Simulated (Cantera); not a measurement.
Mixture: CH4 : CO : O2 : N2 = 1 : 0.047 : 1.26 : 4.76 (molar parts), equivalence ratio 1.6, at 9.40 bar, adiabatic and at constant volume. Ignition delay is the time to a rise of 400 K.

Model: GRI-Mech 3.0 (53 species, 325 reactions), integrated in Cantera.

Problem. What does this change do: 0.012 parts H2 added?

Solution. 
| quantity | before | after |
|---|---|---|
| delay at 1250 K | 3.59 ms | 3.07 ms |
| delay at 1300 K | 1.98 ms | 1.75 ms |
| delay at 1350 K | 1.12 ms | 1.01 ms |
| delay at 1400 K | 0.648 ms | 0.595 ms |
| delay at 1450 K | 0.383 ms | 0.357 ms |
| delay at 1500 K | 0.231 ms | 0.217 ms |
| delay at 1550 K | 0.142 ms | 0.135 ms |
| apparent activation energy between 1450 and 1550 K | 190 kJ/mol | 180 kJ/mol |

Problem. What does this change do: pressure from 9.40 bar to 1.01 bar?

Solution. 
| quantity | before | after |
|---|---|---|
| delay at 1250 K | 3.59 ms | 28.8 ms |
| delay at 1300 K | 1.98 ms | 14.6 ms |
| delay at 1350 K | 1.12 ms | 7.67 ms |
| delay at 1400 K | 0.648 ms | 4.15 ms |
| delay at 1450 K | 0.383 ms | 2.32 ms |
| delay at 1500 K | 0.231 ms | 1.35 ms |
| delay at 1550 K | 0.142 ms | 0.809 ms |
| apparent activation energy between 1450 and 1550 K | 190 kJ/mol | 200 kJ/mol |
